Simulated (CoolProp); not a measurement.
Vapour-liquid equilibrium of n-butane (1) + acetone (2) at 36.25 °C; x and y are mole fractions of (1).

Values from CoolProp's multi-fluid Helmholtz-energy mixture model, Bücker 2006 and Lemmon 2006; pair parameters Bell 2016.

```json
[
 {"x": "0.05", "bubble pressure, mixture model (MPa)": "0.1054", "bubble pressure, Raoult's law (MPa)": "0.06346", "y, mixture model": "0.547", "y, Raoult's law": "0.268"},
 {"x": "0.2", "bubble pressure, mixture model (MPa)": "0.2172", "bubble pressure, Raoult's law (MPa)": "0.1072", "y, mixture model": "0.797", "y, Raoult's law": "0.635"},
 {"x": "0.35", "bubble pressure, mixture model (MPa)": "0.2687", "bubble pressure, Raoult's law (MPa)": "0.1509", "y, mixture model": "0.847", "y, Raoult's law": "0.789"},
 {"x": "0.5", "bubble pressure, mixture model (MPa)": "0.2913", "bubble pressure, Raoult's law (MPa)": "0.1946", "y, mixture model": "0.867", "y, Raoult's law": "0.874"},
 {"x": "0.65", "bubble pressure, mixture model (MPa)": "0.3049", "bubble pressure, Raoult's law (MPa)": "0.2384", "y, mixture model": "0.883", "y, Raoult's law": "0.928"},
 {"x": "0.8", "bubble pressure, mixture model (MPa)": "0.3196", "bubble pressure, Raoult's law (MPa)": "0.2821", "y, mixture model": "0.907", "y, Raoult's law": "0.965"},
 {"x": "0.95", "bubble pressure, mixture model (MPa)": "0.3361", "bubble pressure, Raoult's law (MPa)": "0.3258", "y, mixture model": "0.965", "y, Raoult's law": "0.992"}
]
```

The largest gap from Raoult's law is +102.6 % in bubble pressure, at x = 0.2. No azeotrope shows between x = 0.05 and 0.95.

The pair parameters rest on a limited set of measurements; away from them the model extrapolates. With so large a gap from Raoult's law the liquid may split in two, which this calculation doesn't test in full.
